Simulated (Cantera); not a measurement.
Charge: 1 mol AlN, a varied amount of O₂, held at 1100 K and 0.0100 bar.

Method: chemical equilibrium by Gibbs-energy minimisation in Cantera with the NASA 1993 tables (ideal gas, pure condensed phases). Candidate condensed phases: Al, AlN, Al₂O₃; 16 gas species. Mutual solubility and eutectic melting of coexisting phases are not modelled. Rates play no part.

x: gas mole fraction; n: condensed amount in mol.

```csv
n(O₂) (mol),x N₂,x O₂,x NO,x NO₂,x O,n AlN(s),n Al₂O₃(s)
0.29,1.00,<1e-12,<1e-12,<1e-12,<1e-12,0.613,0.193
0.35,1.00,<1e-12,<1e-12,<1e-12,<1e-12,0.533,0.233
0.42,1.00,<1e-12,<1e-12,<1e-12,<1e-12,0.440,0.280
0.51,1.00,<1e-12,<1e-12,<1e-12,<1e-12,0.320,0.340
0.61,1.00,<1e-12,<1e-12,<1e-12,<1e-12,0.187,0.407
0.73,1.00,<1e-12,<1e-12,<1e-12,<1e-12,0.0267,0.487
0.87,0.806,0.194,8.25e-5,2.27e-7,1.10e-8,0,0.500
1,0.667,0.333,9.85e-5,3.56e-7,1.44e-8,0,0.500
1.3,0.476,0.524,0.000104,4.73e-7,1.81e-8,0,0.500
1.5,[?],[?],0.000102,4.96e-7,1.93e-8,0,0.500
1.8,[?],[?],9.77e-5,5.03e-7,2.05e-8,0,0.500
2.2,0.256,0.744,9.12e-5,4.92e-7,2.15e-8,0,0.500
2.6,0.213,0.787,8.55e-5,4.75e-7,2.21e-8,0,0.500
```

Q: Some entries are withheld; supply them.

A: 
- 1.5, x N₂: 0.400
- 1.5, x O₂: 0.600
- 1.8, x N₂: 0.323
- 1.8, x O₂: 0.677
